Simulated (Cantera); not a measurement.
A closed system holds: 1 mol Al2O3, 75 mol H2, at 2152 °C and 3.15 Torr.

Method: chemical equilibrium by Gibbs-energy minimisation in Cantera with the NASA 1993 tables (ideal gas, pure condensed phases). Candidate condensed phases: Al, Al2O3, H2O; 19 gas species. The tables' values for AlOH are old estimates; treat these amounts as uncertain. Equilibrium is a limit: real reactors are often held back by kinetics, nucleation or transport.

Base state: H2 0.734, H 0.237, H2O 0.0159, Al 0.00800, Al2O 0.00209, OH 0.000969, AlOH 0.000881, AlO 0.000707 (mole fractions); condensed: Al2O3(l).

Q: What changes in the equilibrium state with this change: temperature from 2152 °C to 777 °C?

A: 
| species | before | after |
|---|---|---|
| H2 | 0.734 | 1.00 |
| H | 0.237 | 1.25e-7 |
| H2O | 0.0159 | <1e-9 |
| Al | 0.00800 | <1e-9 |
| Al2O | 0.00209 | <1e-9 |
| OH | 0.000969 | <1e-9 |
| AlOH | 0.000881 | <1e-9 |
| AlO | 0.000707 | <1e-9 |
| O | 0.000208 | <1e-9 |
| Al2O3(l), mol | 0.400 | 0 |
| Al2O3(s), mol | 0 | 1.00 |

Q: What changes in the equilibrium state with this change: temperature from 2152 °C to 2275 °C?

A: 
| species | before | after |
|---|---|---|
| H2 | 0.734 | 0.589 |
| H | 0.237 | 0.366 |
| H2O | 0.0159 | 0.0217 |
| Al | 0.00800 | 0.0129 |
| O2 | 1.86e-6 | 1.81e-5 |
| O | 0.000208 | 0.00120 |
| OH | 0.000969 | 0.00296 |
| AlO | 0.000707 | 0.00192 |
| AlO2H | 7.36e-5 | 0.000157 |
| Al2O3(l), mol | 0.400 | 0 |
